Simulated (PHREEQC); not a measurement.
Consider water at 25 °C with 12 mmol/kgw HCl, 0.088 mmol/kgw CaCl2 and 3.3 mmol/kgw CuCl2. Closed to the air; pH follows from the charge balance.

Computed with PHREEQC (ion-association model, phreeqc.dat).

Each row changes one thing in this solution. No solid was allowed to form.

```tsv
case	pH	ionic strength (mol/kgw)	Cu+2 (mol/kgw)	CuCl+ (mol/kgw)	CuCl2 (mol/kgw)	CuOH+ (mol/kgw)
as made	1.97	0.0220	0.00320	9.39e-5	6.99e-7	2.03e-9
CaCl2 from 8.8e-05 to 4.4e-05 mol/kgw	1.97	0.0218	0.00321	9.36e-5	6.94e-7	2.04e-9
0.017 mol/kgw NaF added	2.87	0.0281	0.00303	8.42e-5	6.07e-7	1.47e-8
HCl from 0.012 to 0.024 mol/kgw	1.68	0.0339	0.00316	0.000138	1.59e-6	9.55e-10
CuCl2 from 0.0033 to 0.033 mol/kgw	2.00	0.106	0.0305	0.00244	5.63e-5	1.59e-8
```

Some of these states are supersaturated (in Fluorite, for instance).
